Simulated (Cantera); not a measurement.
**SO2 + N2 (abatement and gas-phase synthesis)**

Charge: 1 mol SO2, 0.23 mol N2, equilibrated at 750 Torr.

Method: chemical equilibrium by Gibbs-energy minimisation in Cantera with the NASA 1993 tables (ideal gas, pure condensed phases). Candidate condensed phases: S; 17 gas species. Gases not in the tables: S3 to S7. The numbers say what is thermodynamically allowed, not how fast it happens.

| T (K) | x SO2 | x SO | x N2 | x O2 | x O | x S | x NO | x S2 |
|---|---|---|---|---|---|---|---|---|
| 1273 | 0.813 | 2.10e-5 | 0.187 | 3.26e-8 | 1.94e-11 | 4.35e-10 | 6.35e-8 | 5.63e-8 |
| 1423 | 0.813 | 6.15e-5 | 0.187 | 1.57e-6 | 1.69e-9 | 2.86e-9 | 1.10e-6 | 3.25e-8 |
| 1573 | 0.813 | 0.000171 | 0.187 | 2.64e-5 | 5.36e-8 | 1.80e-8 | 9.39e-6 | 3.90e-8 |
| 1723 | 0.812 | 0.000512 | 0.187 | 0.000163 | 7.26e-7 | 1.37e-7 | 4.29e-5 | 1.25e-7 |
| 1873 | 0.811 | 0.00146 | 0.187 | 0.000582 | 5.70e-6 | 9.72e-7 | 0.000135 | 5.52e-7 |
| 2023 | 0.808 | 0.00370 | 0.186 | 0.00159 | 3.18e-5 | 5.58e-6 | 0.000345 | 2.28e-6 |
| 2173 | 0.801 | 0.00831 | 0.186 | 0.00367 | 0.000138 | 2.58e-5 | 0.000762 | 8.14e-6 |
| 2323 | 0.789 | 0.0168 | 0.185 | 0.00749 | 0.000491 | 9.84e-5 | 0.00150 | 2.50e-5 |
| 2473 | 0.768 | 0.0310 | 0.183 | 0.0138 | 0.00149 | 0.000320 | 0.00271 | 6.70e-5 |
| 2623 | 0.735 | 0.0528 | 0.179 | 0.0234 | 0.00395 | 0.000906 | 0.00450 | 0.000160 |
| 2773 | 0.687 | 0.0833 | 0.174 | 0.0366 | 0.00933 | 0.00228 | 0.00695 | 0.000342 |
| 2923 | 0.621 | 0.123 | 0.168 | 0.0530 | 0.0199 | 0.00518 | 0.0100 | 0.000666 |
| 3073 | 0.538 | 0.168 | 0.159 | 0.0712 | 0.0386 | 0.0107 | 0.0136 | 0.00118 |
| 3223 | 0.441 | 0.214 | 0.148 | 0.0885 | 0.0687 | 0.0203 | 0.0173 | 0.00192 |
x: gas mole fraction; nothing condenses.

From 1273 K to 3223 K nothing is condensed.
